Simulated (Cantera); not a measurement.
# Equilibrium for oxide etching and cleaning by halides: MgO + HBr + O2

Input: 1 mol MgO, a varied amount of HBr, 17 mol O2, held at 1475 K and 10.0 Torr.

These are equilibrium values from Cantera (NASA tables, ideal gas, pure condensed phases), not measurements of a reactor. Candidate condensed phases: Br2, H2O, Mg, MgBr2, MgO, Mg(OH)2; 20 gas species. Equilibrium is a limit: real reactors are often held back by kinetics, nucleation or transport.

From 2.9 mol HBr to 45 mol HBr the condensed part is MgO(s). The main Mg-bearing gas is MgBr2 throughout. The share of Mg in condensed phases is highest at 2.9 mol HBr (99.9 %) and lowest at 45 mol HBr (90.1 %).

```
n(HBr) (mol)   x O2   x Br   x H2O    x HBr    x Br2  n MgO(s)
------------  -----  -----  ------  -------  -------  --------
2.9           0.796  0.126  0.0659  0.00939  0.00309     0.999
6.7           0.620  0.224   0.122   0.0242  0.00981     0.996
11            0.486  0.294   0.164   0.0392   0.0169     0.991
14            0.416  0.328   0.185   0.0483   0.0210     0.987
18            0.344  0.363   0.207   0.0592   0.0257     0.980
22            0.288  0.388   0.224   0.0690   0.0295     0.972
26            0.243  0.408   0.237   0.0778   0.0326     0.963
30            0.206  0.424   0.248   0.0860   0.0351     0.953
33            0.183  0.433   0.254   0.0918   0.0367     0.944
37            0.156  0.444   0.261   0.0993   0.0385     0.931
41            0.133  0.452   0.267    0.106   0.0399     0.917
45            0.113  0.459   0.272    0.113   0.0411     0.901
```
x: gas mole fraction; n: condensed amount in mol.
